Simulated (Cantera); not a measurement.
Cantera run, input and output.

```python
import numpy as np
import cantera as ct

gas = ct.Solution("gri30.yaml")
gas.TPX = 1150, 170000, {'C2H4': 1, 'O2': 4.17, 'N2': 15.7, 'H2O': 5.3}
reactor = ct.IdealGasReactor(gas, energy="on", clone=False)
net = ct.ReactorNet([reactor])
net.rtol, net.atol = 1e-08, 1e-16
show = ['C2H4', 'O2', 'H2O', 'CH3', 'O', 'HO2']
times = np.geomspace(2e-06, 5, 10)

steps = ct.SolutionArray(gas, extra=["t"])
rows = []
print(f"{'t/s':>10s}{'T/K':>9s}{'P/Pa':>11s}" + "".join(f"{s:>11s}" for s in show))
for t in times:
    while net.time < t:
        t_next = net.step()
        steps.append(gas.state, t=t_next)
    rows.append([np.interp(t, steps.t, y) for y in (steps.T, steps.P, *steps(*show).X.T)])
    print(f"{t:10.3e}{rows[-1][0]:9.1f}{rows[-1][1]:11.4g}" + "".join(f"{x:11.3e}" for x in rows[-1][2:]))
rate = np.gradient(steps.T, steps.t)
print("integrator steps:", len(steps.t))
if steps.T.max() > steps.T[0] + 200:
    print(f"time of steepest temperature rise: {steps.t[rate.argmax()]:.4e} s")
gas.TPX = 1150, 170000, {'C2H4': 1, 'O2': 4.17, 'N2': 15.7, 'H2O': 5.3}
gas.equilibrate("UV")
print(f"equilibrium (UV): T = {gas.T:.1f} K  " + "  ".join(f"{s} {gas[s].X[0]:.3e}" for s in show))
```

Output:

```
       t/s      T/K       P/Pa       C2H4         O2        H2O        CH3          O        HO2
 2.000e-06   1150.0    1.7e+05  3.821e-02  1.593e-01  2.025e-01  2.567e-12  8.526e-13  1.899e-11
 1.028e-05   1150.0    1.7e+05  3.821e-02  1.593e-01  2.025e-01  4.358e-11  2.083e-12  1.968e-10
 5.282e-05   1150.0    1.7e+05  3.821e-02  1.593e-01  2.025e-01  3.278e-10  3.005e-12  1.542e-09
 2.714e-04   1150.0    1.7e+05  3.821e-02  1.593e-01  2.025e-01  2.207e-09  8.571e-12  1.455e-08
 1.395e-03   1150.0    1.7e+05  3.821e-02  1.593e-01  2.025e-01  1.031e-07  3.784e-10  9.912e-07
 7.169e-03   2505.5   3.74e+05  3.270e-26  4.357e-02  2.659e-01  2.231e-16  1.616e-03  1.010e-05
 3.684e-02   2498.6  3.729e+05  3.101e-26  4.169e-02  2.662e-01  2.139e-16  1.530e-03  9.601e-06
 1.893e-01   2498.6  3.729e+05  3.100e-26  4.168e-02  2.662e-01  2.139e-16  1.530e-03  9.599e-06
 9.729e-01   2498.6  3.729e+05  3.100e-26  4.168e-02  2.662e-01  2.139e-16  1.530e-03  9.599e-06
 5.000e+00   2498.6  3.729e+05  3.100e-26  4.168e-02  2.662e-01  2.139e-16  1.530e-03  9.599e-06
integrator steps: 1908
time of steepest temperature rise: 2.1987e-03 s
equilibrium (UV): T = 2498.6 K  C2H4 3.602e-26  O2 4.168e-02  H2O 2.662e-01  CH3 2.899e-16  O 1.530e-03  HO2 9.599e-06
```

Detailed kinetics in Cantera: GRI-Mech 3.0 (53 species, 325 reactions). GRI-Mech 3.0 was tuned for natural gas; its chemistry of ethylene as a main component is partial and can be far from experiment.
